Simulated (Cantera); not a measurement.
Feed: 1 mol Mg(OH)2, 0.91 mol H2O, equilibrated at 1477 °C and 13.3 mbar.

Equilibrium computed with Cantera from the NASA thermochemical tables; the gas is ideal and each condensed phase is pure. Candidate condensed phases: H2O, Mg, MgO, Mg(OH)2; 15 gas species. Rates play no part.

Base state: H2O 0.990, H2 0.00572, O2 0.00250, OH 0.00155, H 0.000152, O 3.24e-5 (mole fractions); condensed: MgO(s).

Task: What changes in the equilibrium state with this change: temperature from 1477 °C to 1675 °C?

Result: 
```
species        before     after
-----------  --------  --------
H2O             0.990     0.966
H2            0.00572    0.0183
O2            0.00250   0.00775
Mg(OH)2       3.92e-6   2.48e-5
Mg            1.09e-7   1.01e-5
O             3.24e-5  0.000339
H            0.000152   0.00133
OH            0.00155   0.00632
MgO(s), mol     1.000     1.000
```
